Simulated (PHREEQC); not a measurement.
Solution (25 °C): 0.056 mol/kgw ZnSO4. Closed to the air; pH follows from the charge balance.

Model: ion-association model, wateq4f.dat, run in PHREEQC.

No solid was allowed to form.

Task: Order these Zn species by the share of Zn that they hold, largest first: ZnSO4, Zn+2, Zn(SO4)2-2.

Result: Zn+2 (52 %), ZnSO4 (40 %), Zn(SO4)2-2 (8.1 %)

Task: Order these S species by the share of S that they hold, largest first: ZnSO4, Zn(SO4)2-2, SO4-2.

Result: SO4-2 (44 %), ZnSO4 (40 %), Zn(SO4)2-2 (16 %)

The pH is 5.58 and the ionic strength 0.117 mol/kgw. Species that the database lacks are ignored.
